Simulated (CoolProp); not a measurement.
R13 at 255.47 K and 0.31 MPa flows at 6.1 m/s in a round tube of 10 mm bore and 15 µm roughness, fully developed (64/Re and Nu = 3.66 if laminar; Colebrook and Gnielinski if turbulent). Each further row changes one setting.

Model: reference Helmholtz-energy equation of state, Platzer 1990, in CoolProp. This equation is an older, rougher fit.

| case | Reynolds number | Darcy friction factor | pressure drop (Pa/m) | heat-transfer coefficient (W/(m² K)) | mass flow (kg/h) |
|---|---|---|---|---|---|
| as stated | 79000 | 0.0242 | 721 | 201 | 27.6 |
| velocity 12.2 m/s | 158000 | 0.0231 | 2750 | 385 | 55.3 |
| diameter 20 mm | 158000 | 0.0204 | 304 | 169 | 111 |

Viscosity comes from a separate model (Huber 2003), an estimate that may be off by 10 % or more. Thermal conductivity comes from a separate model (Huber 2003), an estimate that may be off by 10 % or more.
